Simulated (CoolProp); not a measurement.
Vapour-liquid equilibrium of benzene (1) + octamethylcyclotetrasiloxane (D4) (2) at 0.0903 bar; x and y are mole fractions of (1).

Computed with CoolProp (multi-fluid Helmholtz-energy mixture model, Thol 2012 and Thol 2015; pair parameters Bell 2016).

Task: Give the bubble temperature and the first vapour's composition at x = 0.05, 0.35, 0.55. Is there an azeotrope?

Result: x = 0.05: 357.5 K, y = 0.534; x = 0.35: 311.7 K, y = 0.975; x = 0.55: 302.3 K, y = 0.990. No azeotrope shows between x = 0.05 and 0.95.

The pair parameters rest on a limited set of measurements; away from them the model extrapolates. The gap from Raoult's law changes sign with composition, which may be real or a fault of the pair parameters; it wasn't checked against measurements.
